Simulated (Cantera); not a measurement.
Input (Python, Cantera):

```python
import numpy as np
import cantera as ct

gas = ct.Solution("gri30.yaml", transport_model="mixture-averaged")
show = ['O', 'NH3', 'OH']

rows = []
print(f"{'T/K':>7s}{'rho':>11s}{'cp':>10s}{'mu':>11s}{'lambda':>11s}{'Pr':>7s}" + "".join(f"{'D_' + s:>11s}" for s in show))
for T in [400, 600, 800, 1000, 1200, 1400, 1600, 1800]:
    gas.TPX = T, 2666, {'O2': 0.46, 'H2O': 0.8, 'N2': 0.18}
    Pr = gas.cp_mass * gas.viscosity / gas.thermal_conductivity
    D = [gas.mix_diff_coeffs_mole[gas.species_index(s)] for s in show]
    rows.append([gas.density, gas.cp_mass, gas.viscosity, gas.thermal_conductivity, Pr, *D])
    print(f"{T:7g}{gas.density:11.4e}{gas.cp_mass:10.1f}{gas.viscosity:11.4e}"
          f"{gas.thermal_conductivity:11.4e}{Pr:7.3f}" + "".join(f"{d:11.4e}" for d in D))
print("SI units: kg/m3, J/kg/K, Pa s, W/m/K, m2/s")
```

Result:

```
    T/K        rho        cp         mu     lambda     Pr        D_O      D_NH3       D_OH
    400 1.9024e-02    1362.1 1.8817e-05 3.5420e-02  0.724 2.2617e-03 1.3871e-03 2.2217e-03
    600 1.2682e-02    1440.6 2.6908e-05 5.4171e-02  0.716 4.6159e-03 3.0658e-03 4.5339e-03
    800 9.5118e-03    1526.4 3.4390e-05 7.3990e-02  0.709 7.5667e-03 5.2868e-03 7.4321e-03
   1000 7.6095e-03    1608.8 4.1366e-05 9.4259e-02  0.706 1.1048e-02 7.9830e-03 1.0852e-02
   1200 6.3412e-03    1684.6 4.7916e-05 1.1453e-01  0.705 1.5018e-02 1.1108e-02 1.4750e-02
   1400 5.4353e-03    1752.0 5.4106e-05 1.3455e-01  0.705 1.9442e-02 1.4626e-02 1.9096e-02
   1600 4.7559e-03    1811.6 5.9983e-05 1.5418e-01  0.705 2.4298e-02 1.8511e-02 2.3865e-02
   1800 4.2275e-03    1864.0 6.5585e-05 1.7335e-01  0.705 2.9565e-02 2.2742e-02 2.9038e-02
SI units: kg/m3, J/kg/K, Pa s, W/m/K, m2/s
```

Cantera simulation using GRI-Mech 3.0 (53 species, 325 reactions); the numbers are that mechanism's predictions, not measurements. Polar gases are described roughly by these parameters.
